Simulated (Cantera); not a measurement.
Thermodynamics of silicon oxide and oxynitride deposition, feed SiF₄ + NO + N₂

A closed system holds: 1 mol SiF₄, 29 mol NO, 3.4 mol N₂, at 1725 K.

Equilibrium computed with Cantera from the NASA thermochemical tables; the gas is ideal and each condensed phase is pure. Candidate condensed phases: Si, SiO₂, Si₂N₂O, Si₃N₄; 28 gas species. The tables' values for SiF₃, SiO₂ are old estimates; treat these amounts as uncertain. The tables hold silica as quartz up to 1696 K and as liquid above; real silica turns to tridymite and cristobalite and melts near 1996 K. Rates play no part.

From 5.00 Pa to 24.0 mbar the condensed part is SiO₂(condensed). From 84.0 mbar to 1.00 bar nothing is condensed. The main Si-bearing gas is SiF₄ throughout.

```json
[
 {"P (Pa)": "5", "x N₂": "0.532", "x O₂": "0.428", "x SiF₄": "0.0296", "x O": "0.00537", "x NO": "0.00374", "x F": "0.000530", "n SiO₂(condensed)": "0.00112"},
 {"P (Pa)": "17", "x N₂": "0.533", "x O₂": "0.430", "x SiF₄": "0.0298", "x O": "0.00292", "x NO": "0.00375", "x F": "0.000288", "n SiO₂(condensed)": "0.00146"},
 {"P (Pa)": "59", "x N₂": "0.534", "x O₂": "0.431", "x SiF₄": "0.0299", "x O": "0.00157", "x NO": "0.00376", "x F": "0.000155", "n SiO₂(condensed)": "0.000945"},
 {"P (Pa)": "210", "x N₂": "0.534", "x O₂": "0.432", "x SiF₄": "0.0299", "x O": "0.000832", "x NO": "0.00376", "x F": "8.22e-5", "n SiO₂(condensed)": "0.000532"},
 {"P (Pa)": "710", "x N₂": "0.534", "x O₂": "0.432", "x SiF₄": "0.0299", "x O": "0.000453", "x NO": "0.00376", "x F": "4.47e-5", "n SiO₂(condensed)": "0.000296"},
 {"P (Pa)": "2400", "x N₂": "0.534", "x O₂": "0.432", "x SiF₄": "0.0299", "x O": "0.000246", "x NO": "0.00376", "x F": "2.43e-5", "n SiO₂(condensed)": "0.000163"},
 {"P (Pa)": "8400", "x N₂": "0.534", "x O₂": "0.432", "x SiF₄": "0.0299", "x O": "0.000132", "x NO": "0.00376", "x F": "1.30e-5", "n SiO₂(condensed)": "0"},
 {"P (Pa)": "29000", "x N₂": "0.534", "x O₂": "0.432", "x SiF₄": "0.0299", "x O": "7.09e-5", "x NO": "0.00376", "x F": "7.00e-6", "n SiO₂(condensed)": "0"},
 {"P (Pa)": "100000", "x N₂": "0.534", "x O₂": "0.432", "x SiF₄": "0.0299", "x O": "3.82e-5", "x NO": "0.00376", "x F": "3.77e-6", "n SiO₂(condensed)": "0"}
]
```
x: gas mole fraction; n: condensed amount in mol.
